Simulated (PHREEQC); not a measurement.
Solution (20 °C): 0.034 mol/kgw MnSO4, 6.3e-05 mol/kgw CuCl2, 0.018 mol/kgw HCl and 0.0039 mol/kgw NaCl. Closed to the air; pH follows from the charge balance.

Equilibrium calculation in PHREEQC: ion-association model, wateq4f.dat.

```tsv
quantity	before	after
pH	2.03	2.22
ionic strength (mol/kgw)	0.104	0.0857
Mn+2 (mol/kgw)	0.0236	0.0209
Cl- (mol/kgw)	0.0212	0.0213
SO4-2 (mol/kgw)	0.0175	0.0109
MnSO4 (mol/kgw)	0.00960	0.0124
SI of Chalcanthite (CuSO4:5H2O)	-4.31	-4.74
SI of Halite (NaCl)	-5.89	-6.00
```

Problem. Which change was made?
A) HCl from 0.018 to 0.18 mol/kgw
B) NaCl from 0.0039 to 0.039 mol/kgw
C) MnSO4 from 0.034 to 0.17 mol/kgw
D) 0.018 mol/kgw CO2 added
E) temperature from 20 to 75 °C

Solution. E, temperature from 20 to 75 °C

No solid was allowed to form. Away from 25 °C the constants follow the database's enthalpies or fits; those with neither stay at their 25 °C values.
